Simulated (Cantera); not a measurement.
Input (Python, Cantera) and output of one run.

```python
import numpy as np
import cantera as ct

gas_names = """
    CL CL2 H HCL H2 N NH NH2 NH3 N2 N2H2 N2H4 Si SiCL SiCL2 SiCL3 SiCL4 SiH SiHCL3 SiH2 SiH2CL2 SiH3
    SiH3CL SiH4 SiN Si2 Si2N Si3
""".split()
cond_names = """
    NH4CL(a) NH4CL(b) Si(cr) Si(L) Si3N4(a)
""".split()


# ... load() reads the species with a 1 bar reference pressure and builds the phases ...
atoms = {
    'Si2Cl6': {'Si': 2, 'CL': 6},
    'NH3': {'N': 1, 'H': 3},
}
top_T = {'Si3N4(a)': 2400}  # K; cautious upper limits of use, not melting points


# ... equilibrate(T, P, feed) seeds the gas with the atoms and calls Mixture.equilibrate('TP', solver="vcs", rtol=1e-11, max_steps=5000) ...
results = []
feed = {'Si2Cl6': 1, 'NH3': 12}  # mol
T = 873.15  # K
P = 133.322  # Pa
mix = equilibrate(T, P, feed)
results.append((T, P, feed, dict(zip(mix.species_names, mix.species_moles))))
print(gas.report(threshold=0.001))
for i in range(1, mix.n_phases):
    print(f"{mix.phase(i).name:16s} {mix.phase_moles(i):12.5e} mol")
```

Output:

```
       temperature   873.15 K
          pressure   133.32 Pa
           density   0.00027308 kg/m^3
  mean mol. weight   14.87 kg/kmol
   phase of matter   gas

                          1 kg             1 kmol
                     ---------------   ---------------
          enthalpy       -3.3275e+05        -4.948e+06  J
   internal energy       -8.2097e+05       -1.2208e+07  J
           entropy             16801        2.4983e+05  J/K
    Gibbs function       -1.5002e+07       -2.2308e+08  J
 heat capacity c_p            2057.8             30600  J/K
 heat capacity c_v            1498.7             22285  J/K

                      mass frac. Y      mole frac. X     chem. pot. / RT
                     ---------------   ---------------   ---------------
               HCL           0.55909           0.22803            -44.76
                H2          0.079667           0.58762           -24.331
                N2           0.34454           0.18288           -32.843
             SiCL4          0.016627         0.0014554           -149.14
     [  +24 minor]        8.0868e-05        9.2328e-06

Si(cr)            0.00000e+00 mol
Si3N4(a)          6.54146e-01 mol
```

Cantera equilibrium calculation (NASA polynomials, part measured and part estimated; ideal gas, pure solids and liquids). The feed counts by its element totals alone.
